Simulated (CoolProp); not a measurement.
n-perfluorohexane along the isobar 3550 kPa: fugacity coefficient from the reference equation and from simpler models built on Tc = 448.0 K, pc = 1742 kPa, ω = 0.497; each cubic takes its own stable root.

Model: reference Helmholtz-energy equation of state, Gao 2022, in CoolProp.

| T (K) | phase | reference |
|---|---|---|
| 296.3 | liquid | 0.009934 |
| 304.1 | liquid | 0.01374 |
| 311.9 | liquid | 0.01860 |
| 319.7 | liquid | 0.02466 |
| 327.5 | liquid | 0.03209 |
| 335.3 | liquid | 0.04104 |
| 343.2 | liquid | 0.05181 |
| 351 | liquid | 0.06423 |
| 358.8 | liquid | 0.07855 |
| 366.6 | liquid | 0.09484 |
| 374.4 | liquid | 0.1131 |
| 382.2 | liquid | 0.1335 |

Question: How far does each simpler model (Redlich-Kwong, Soave-Redlich-Kwong, Peng-Robinson) lie from the reference over these 12 states: mean and median of the absolute difference, and the worst?

Answer: 
- Redlich-Kwong: mean 124.1 %, median 109.4 %, worst +248.9 % at 296.3 K and 3550 kPa
- Soave-Redlich-Kwong: mean 5.1 %, median 5.0 %, worst +6.4 % at 382.2 K and 3550 kPa
- Peng-Robinson: mean 1.1 %, median 0.9 %, worst +2.5 % at 296.3 K and 3550 kPa
